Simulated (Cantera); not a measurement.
Input (Python, Cantera):

```python
import numpy as np
import cantera as ct

gas = ct.Solution("gri30.yaml")
gas.TPX = 1050, 13332, {'C2H6': 1, 'N2': 10}
reactor = ct.IdealGasConstPressureReactor(gas, energy="off", clone=False)
net = ct.ReactorNet([reactor])
net.rtol, net.atol = 1e-08, 1e-18
show = ['C2H6', 'CH3', 'H2', 'C2H', 'C2H2']
times = np.geomspace(0.0008, 100, 14)

steps = ct.SolutionArray(gas, extra=["t"])
rows = []
print(f"{'t/s':>10s}{'T/K':>9s}{'P/Pa':>11s}" + "".join(f"{s:>11s}" for s in show))
for t in times:
    while net.time < t:
        t_next = net.step()
        steps.append(gas.state, t=t_next)
    rows.append([np.interp(t, steps.t, y) for y in (steps.T, steps.P, *steps(*show).X.T)])
    print(f"{t:10.3e}{rows[-1][0]:9.1f}{rows[-1][1]:11.4g}" + "".join(f"{x:11.3e}" for x in rows[-1][2:]))
rate = np.gradient(steps.T, steps.t)
print("integrator steps:", len(steps.t))
if steps.T.max() > steps.T[0] + 200:
    print(f"time of steepest temperature rise: {steps.t[rate.argmax()]:.4e} s")
gas.TPX = 1050, 13332, {'C2H6': 1, 'N2': 10}
gas.equilibrate("TP")
print(f"equilibrium (TP): T = {gas.T:.1f} K  " + "  ".join(f"{s} {gas[s].X[0]:.3e}" for s in show))
```

Output:

```
       t/s      T/K       P/Pa       C2H6        CH3         H2        C2H       C2H2
 8.000e-04   1050.0  1.333e+04  9.091e-02  3.874e-07  2.205e-07  6.824e-24  3.636e-14
 1.973e-03   1050.0  1.333e+04  9.090e-02  5.995e-07  2.594e-06  9.220e-21  4.267e-12
 4.867e-03   1050.0  1.333e+04  9.088e-02  7.325e-07  2.406e-05  5.570e-18  3.364e-10
 1.200e-02   1050.0  1.333e+04  9.071e-02  1.158e-06  1.697e-04  3.673e-16  1.680e-08
 2.961e-02   1050.0  1.333e+04  8.987e-02  2.280e-06  8.991e-04  3.919e-15  4.955e-07
 7.302e-02   1050.0  1.333e+04  8.719e-02  2.633e-06  3.241e-03  1.615e-14  6.436e-06
 1.801e-01   1050.0  1.333e+04  8.062e-02  2.494e-06  8.985e-03  4.380e-14  4.601e-05
 4.442e-01   1050.0  1.333e+04  6.585e-02  2.185e-06  2.196e-02  1.053e-13  2.440e-04
 1.096e+00   1050.0  1.333e+04  3.840e-02  1.604e-06  4.622e-02  2.483e-13  1.031e-03
 2.702e+00   1050.0  1.333e+04  1.020e-02  7.906e-07  7.196e-02  5.106e-13  3.341e-03
 6.665e+00   1050.0  1.333e+04  1.794e-03  3.210e-07  8.176e-02  5.343e-13  6.976e-03
 1.644e+01   1050.0  1.333e+04  9.150e-04  2.386e-07  8.578e-02  6.186e-13  1.133e-02
 4.054e+01   1050.0  1.333e+04  8.335e-04  2.565e-07  8.997e-02  8.700e-13  1.734e-02
 1.000e+02   1050.0  1.333e+04  7.540e-04  2.953e-07  9.187e-02  1.001e-12  2.236e-02
integrator steps: 1258
equilibrium (TP): T = 1050.0 K  C2H6 5.793e-05  CH3 1.850e-07  H2 3.206e-02  C2H 6.422e-14  C2H2 1.530e-02
```

Model: GRI-Mech 3.0 (53 species, 325 reactions), integrated in Cantera. GRI-Mech 3.0 stops at C3 and has no aromatics, soot or wall deposition, so with more carbon than oxygen in the feed, carbon stays in small species such as C2H2 where larger ones or solid carbon would form.
